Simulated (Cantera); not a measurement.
Charge: 1 mol TEOS, 1.2 mol H₂O, 18 mol H₂, equilibrated at 1677 °C and 0.0420 Torr.

Method: chemical equilibrium by Gibbs-energy minimisation in Cantera with the NASA 1993 tables (ideal gas, pure condensed phases). Candidate condensed phases: C, C₆H₆, C₇H₈, C₈H₁₈, H₂O, Si, SiC, SiO₂; 123 gas species. The feed counts by its element totals alone. The numbers say what is thermodynamically allowed, not how fast it happens.

Base state: H₂ 0.712, CO 0.137, H 0.129, Si 0.0193, SiO 0.00113, SiC₂ 0.000628, Si₂C 0.000426, C₂H₂ (acetylene) 0.000389 (mole fractions); condensed: C(graphite) + SiC(s).

Q: What changes in the equilibrium state with this change: pressure from 0.0420 Torr to 75.0 Torr?

A: 
| species | before | after |
|---|---|---|
| H₂ | 0.712 | 0.845 |
| CO | 0.137 | 0.150 |
| H | 0.129 | 0.00333 |
| Si | 0.0193 | 1.08e-5 |
| SiO | 0.00113 | 0.00124 |
| CH₄ | 1.38e-8 | 3.48e-5 |
| Si₂C | 0.000426 | 2.38e-7 |
| SiC₂ | 0.000628 | 3.52e-7 |
| SiH | 9.31e-5 | 2.40e-6 |
| C₂H₂ (acetylene) | 0.000389 | 0.000462 |
| C(graphite), mol | 2.58 | 1.85 |
| SiC(s), mol | 0.172 | 0.957 |

Q: What changes in the equilibrium state with this change: TEOS replaced by SiH₄?

A: 
```tsv
species	before	after
H₂	0.712	0.812
H	0.129	0.138
SiO	0.00113	0.0419
CO	0.137	0
Si	0.0193	7.76e-8
H₂O	<1e-9	0.00824
SiC₂	0.000628	0
Si₂C	0.000426	0
C₂H₂ (acetylene)	0.000389	0
C(graphite), mol	2.58	0
SiC(s), mol	0.172	0
```
